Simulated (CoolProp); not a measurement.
A closed Brayton cycle with nitrogen: compressor inlet 316.15 K and 3.1 MPa, high pressure 8.02 MPa, turbine inlet 780 K, compressor efficiency 0.85, turbine efficiency 0.9, recuperator effectiveness 0.8 (on enthalpy, no pinch check). Each further row changes one setting.

Model: reference Helmholtz-energy equation of state, Span 2000, in CoolProp.

```csv
case,thermal efficiency (%),net work (kJ/kg),compressor to turbine work,compressor exit (K),turbine exit (K)
as stated,25.3,56.0,0.69,433.2,620.5
turbine inlet 730 K,…,…,…,433.2,579.3
compressor inlet 326.15 K,…,…,0.71,…,620.5
high pressure 6.82 MPa,25.5,…,0.65,410.9,645.2
recuperator effectiveness 0.5,19.9,56.0,0.69,433.2,620.5
```

Question: Fill in the missing entries.

Answer: 
- turbine inlet 730 K, thermal efficiency (%): 22.1
- turbine inlet 730 K, net work (kJ/kg): 44.5
- turbine inlet 730 K, compressor to turbine work: 0.73
- compressor inlet 326.15 K, thermal efficiency (%): 23.8
- compressor inlet 326.15 K, net work (kJ/kg): 52.0
- compressor inlet 326.15 K, compressor exit (K): 446.7
- high pressure 6.82 MPa, net work (kJ/kg): 52.1
